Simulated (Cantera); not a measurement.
A diamond (100) surface in a fixed gas of H2 with x(CH4) = 0.025, x(H) = 0.048, x(CH3) = 0.00022, 3900 Pa; coverages are run to steady state.

Computed with Cantera and the Harris–Goodwin 1993 mechanism for the reconstructed diamond (100) surface.

One state of this run: growth (µm/h) = 6.07; θ c6HH = 0.530; θ c6H* = 0.0257; θ c6*H = 0.426; θ c6** = 0.0161; θ c6HM = 0.00181. θ: site fractions in the mechanism's names (c6HH fully hydrogenated, c6H* and c6*H radical sites, c6** diradical, c6HM methylated).

**Question.** Which value of T (K) does it belong to?
(A) 1150
(B) 1300
(C) 1075
(D) 1225

**Answer.** C, 1075
